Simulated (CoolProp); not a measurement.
R236FA at several states: Z from the reference equation and from simpler models built on Tc = 124.9 °C, pc = 3191 kPa, ω = 0.377; each cubic takes its own stable root.

Computed with CoolProp (reference Helmholtz-energy equation of state, Pan 2012).

```tsv
T (°C)	p (kPa)	phase	reference
122.15	133	gas	0.9850
115.75	6970	liquid	0.3121
68.35	605	gas	0.8707
-31.75	150	liquid	0.007392
120.45	14000	liquid	0.5766
```

Question: How far does each simpler model (van der Waals, Redlich-Kwong, Soave-Redlich-Kwong, Peng-Robinson) lie from the reference over these 5 states: mean and median of the absolute difference, and the worst?

Answer: 
- van der Waals: mean 2578.9 %, median 41.1 %, worst +12801.8 % at -31.75 °C and 150 kPa
- Redlich-Kwong: mean 9.1 %, median 10.4 %, worst +16.5 % at 115.75 °C and 6970 kPa
- Soave-Redlich-Kwong: mean 7.4 %, median 10.0 %, worst +15.0 % at 115.75 °C and 6970 kPa
- Peng-Robinson: mean 1.3 %, median 1.3 %, worst +3.0 % at 115.75 °C and 6970 kPa

At some of these states van der Waals gives the other phase, because its saturation line lies elsewhere.
